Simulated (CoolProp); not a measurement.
Vapour-liquid equilibrium of R13 (1) + n-butane (2) at 0.0679 MPa; x and y are mole fractions of (1).

Computed with CoolProp (multi-fluid Helmholtz-energy mixture model, Platzer 1990 and Bücker 2006; pair parameters Bell 2016). This equation is an older, rougher fit; its heat capacities, sound speeds and derivatives of the liquid may be far off and weren't checked against measurements.

```csv
x,bubble temperature (K),y at the bubble point,dew temperature at overall composition x (K),liquid density (mol/L)
0.05,229.0,0.807,261.3,11.22
0.125,209.7,0.946,259.4,11.72
0.2,201.7,0.971,257.3,12.05
0.275,197.4,0.981,255.0,12.32
0.35,194.8,0.985,252.6,12.57
0.425,193.0,0.988,250.0,12.81
0.5,191.7,0.990,247.0,13.05
0.575,190.6,0.991,243.7,13.29
0.65,189.6,0.993,239.9,13.53
0.725,188.6,0.994,235.3,13.79
0.8,187.6,0.995,229.7,14.05
0.875,186.6,0.997,221.9,14.32
0.95,185.4,0.999,208.6,14.61
```

No azeotrope shows between x = 0.05 and 0.95.

The pair parameters rest on a limited set of measurements; away from them the model extrapolates. With so large a gap from Raoult's law the liquid may split in two, which this calculation doesn't test in full.
